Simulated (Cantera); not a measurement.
Input (Python, Cantera) and output of one run.

```python
import numpy as np
import cantera as ct

gas_names = """
    H HNO HNO2 HNO3 HO2 H2 H2O H2O2 N NH NH2 NH3 NH2OH NO NO2 NO3 N2 N2H2 N2H4 N2O O OH O2 O3
""".split()
cond_names = """
    H2O(s) H2O(L)
""".split()


# ... load() reads the species with a 1 bar reference pressure and builds the phases ...
atoms = {
    'NH3': {'N': 1, 'H': 3},
    'H2': {'H': 2},
    'O2': {'O': 2},
}
top_T = {}  # K; cautious upper limits of use, not melting points


# ... equilibrate(T, P, feed) seeds the gas with the atoms and calls Mixture.equilibrate('TP', solver="vcs", rtol=1e-11, max_steps=5000) ...
results = []
feed = {'NH3': 1, 'H2': 8.9, 'O2': 5}  # mol
P = 133.322  # Pa
for T in [1398, 1498, 1598, 1698, 1798, 1898, 1998]:
    mix = equilibrate(T, P, feed)
    results.append((T, P, feed, dict(zip(mix.species_names, mix.species_moles))))
    x = sorted(zip(gas.X, gas.species_names), reverse=True)
    print(f"T = {T:g} K  P = {P:g} Pa  gas = {mix.phase_moles(0):.4g} mol")
    print("   x: " + "  ".join(f"{s} {v:.3e}" for v, s in x if v > 0.0001))
    print("   condensed (mol): " + ("  ".join(f"{mix.phase(i).name} {mix.phase_moles(i):.4g}"
          for i in range(1, mix.n_phases) if mix.phase_moles(i) > 1e-12) or "none"))
```

Output:

```
T = 1398 K  P = 133.322 Pa  gas = 10.9 mol
   x: H2O 9.174e-01  N2 4.587e-02  H2 3.669e-02
   condensed (mol): none
T = 1498 K  P = 133.322 Pa  gas = 10.9 mol
   x: H2O 9.173e-01  N2 4.587e-02  H2 3.669e-02
   condensed (mol): none
T = 1598 K  P = 133.322 Pa  gas = 10.9 mol
   x: H2O 9.168e-01  N2 4.586e-02  H2 3.673e-02  H 2.794e-04  OH 2.715e-04
   condensed (mol): none
T = 1698 K  P = 133.322 Pa  gas = 10.91 mol
   x: H2O 9.151e-01  N2 4.581e-02  H2 3.715e-02  OH 9.665e-04  H 7.633e-04  O2 1.762e-04
   condensed (mol): none
T = 1798 K  P = 133.322 Pa  gas = 10.94 mol
   x: H2O 9.088e-01  N2 4.567e-02  H2 3.946e-02  OH 2.900e-03  H 1.915e-03  O2 1.112e-03  O 1.090e-04
   condensed (mol): none
T = 1898 K  P = 133.322 Pa  gas = 11.02 mol
   x: H2O 8.907e-01  H2 4.710e-02  N2 4.527e-02  OH 7.187e-03  H 4.646e-03  O2 4.401e-03  O 5.329e-04  NO 1.977e-04
   condensed (mol): none
T = 1998 K  P = 133.322 Pa  gas = 11.19 mol
   x: H2O 8.535e-01  H2 6.257e-02  N2 4.445e-02  OH 1.491e-02  O2 1.127e-02  H 1.099e-02  O 1.916e-03  NO 4.191e-04
   condensed (mol): none
```

Method: chemical equilibrium by Gibbs-energy minimisation in Cantera with the NASA 1993 tables (ideal gas, pure condensed phases).
